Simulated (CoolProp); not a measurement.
A closed Brayton cycle with carbon dioxide: compressor inlet 330.15 K and 8.8 MPa, high pressure 20.4 MPa, turbine inlet 795 K, compressor efficiency 0.89, turbine efficiency 0.85, recuperator effectiveness 0.8 (on enthalpy, no pinch check). Each further row changes one setting.

Values from CoolProp's reference Helmholtz-energy equation of state, Span 1996.

```json
[
 {"case": "as stated", "thermal efficiency (%)": "25.0", "net work (kJ/kg)": "60.1", "compressor to turbine work": "0.41", "compressor exit (K)": "399.6", "turbine exit (K)": "701.2"},
 {"case": "turbine inlet 745 K", "thermal efficiency (%)": "23.8", "net work (kJ/kg)": "(withheld)", "compressor to turbine work": "(withheld)", "compressor exit (K)": "399.6", "turbine exit (K)": "654.5"},
 {"case": "compressor inlet 340.15 K", "thermal efficiency (%)": "(withheld)", "net work (kJ/kg)": "(withheld)", "compressor to turbine work": "(withheld)", "compressor exit (K)": "(withheld)", "turbine exit (K)": "701.2"},
 {"case": "high pressure 17.3 MPa", "thermal efficiency (%)": "23.0", "net work (kJ/kg)": "50.6", "compressor to turbine work": "0.39", "compressor exit (K)": "(withheld)", "turbine exit (K)": "(withheld)"},
 {"case": "recuperator effectiveness 0.5", "thermal efficiency (%)": "17.4", "net work (kJ/kg)": "60.1", "compressor to turbine work": "0.41", "compressor exit (K)": "399.6", "turbine exit (K)": "701.2"}
]
```

Question: Complete the blanks.

Answer: 
- turbine inlet 745 K, net work (kJ/kg): 52.8
- turbine inlet 745 K, compressor to turbine work: 0.44
- compressor inlet 340.15 K, thermal efficiency (%): 24.1
- compressor inlet 340.15 K, net work (kJ/kg): 55.1
- compressor inlet 340.15 K, compressor to turbine work: 0.46
- compressor inlet 340.15 K, compressor exit (K): 414.4
- high pressure 17.3 MPa, compressor exit (K): 385.8
- high pressure 17.3 MPa, turbine exit (K): 719.2
